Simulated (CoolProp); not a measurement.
Vapour-liquid equilibrium of dimethyl carbonate (1) + n-heptane (2) at 0.0472 MPa; x and y are mole fractions of (1).

The numbers come from the multi-fluid Helmholtz-energy mixture model, Zhou 2011 and Span 2003; pair parameters Bell 2016 in CoolProp.

Question: Give the bubble temperature and the first vapour's composition at x = 0.05, 0.5, 0.8. Is there an azeotrope?

Answer: x = 0.05: 342.8 K, y = 0.189; x = 0.5: 332.8 K, y = 0.574; x = 0.8: 333.5 K, y = 0.653. y crosses x between x = 0.5 and 0.65: the model has an azeotrope there.

The pair parameters rest on a limited set of measurements; away from them the model extrapolates.
